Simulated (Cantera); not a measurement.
Input (Python, Cantera) and output of one run.

```python
import numpy as np
import cantera as ct

gas_names = """
    HF H2 BF3
""".split()
cond_names = """
    B(b) B(L)
""".split()


def load(file, names, dense=False):
    # The tables refer to 1 bar. Condensed volumes are neglected.
    table = {s.name: s for s in ct.Species.list_from_file(file)}
    out = []
    for n in names:
        d = dict(table[n].input_data)
        d["thermo"] = dict(d["thermo"], **{"reference-pressure": 1e5})
        if dense:
            d["equation-of-state"] = {"model": "constant-volume", "density": "1e6 g/cm^3"}
        out.append(ct.Species.from_dict(d))
    return out


species = {s.name: s for s in load("nasa_gas.yaml", gas_names) + load("nasa_condensed.yaml", cond_names)}
# Each term lists the table entries of one substance; the one whose range holds T is used.
reactions = {
    '6 HF(g) + 2 B = 3 H2(g) + 2 BF3(g)':
        [(-6, ['HF']), (-2, ['B(b)', 'B(L)']), (3, ['H2']), (2, ['BF3'])],
}


def pick(names, T):
    return next(species[n] for n in names if species[n].thermo.min_temp <= T <= species[n].thermo.max_temp)


results = []
for label, terms in reactions.items():
    print(label)
    print("     T/K   dH/kJ  dS/(J/K)   dG/kJ   log10 K")
    for T in [1950, 1975, 2000, 2025, 2050, 2075, 2100]:
        used = [(nu, pick(names, T)) for nu, names in terms]
        dH = sum(nu * s.thermo.h(T) for nu, s in used) / 1e6
        dS = sum(nu * s.thermo.s(T) for nu, s in used) / 1e3
        dG = dH - T * dS / 1e3
        logK = -dG * 1e6 / (ct.gas_constant * T * np.log(10))
        results.append((label, T, dH, dS, dG, logK, [s.name for _, s in used]))
        print(f"{T:8g} {dH:8.1f} {dS:8.1f} {dG:8.1f} {logK:8.2f}")
```

Output:

```
6 HF(g) + 2 B = 3 H2(g) + 2 BF3(g)
     T/K   dH/kJ  dS/(J/K)   dG/kJ   log10 K
    1950   -625.7   -145.3   -342.3     9.17
    1975   -625.6   -145.3   -338.7     8.96
    2000   -625.6   -145.3   -335.0     8.75
    2025   -625.5   -145.2   -331.4     8.55
    2050   -625.5   -145.2   -327.8     8.35
    2075   -625.4   -145.2   -324.1     8.16
    2100   -625.4   -145.2   -320.5     7.97
```

Standard-state values (1 bar) from the NASA 1993 polynomials, evaluated with Cantera. Condensed species are held in their standard states even where they would react or evaporate.
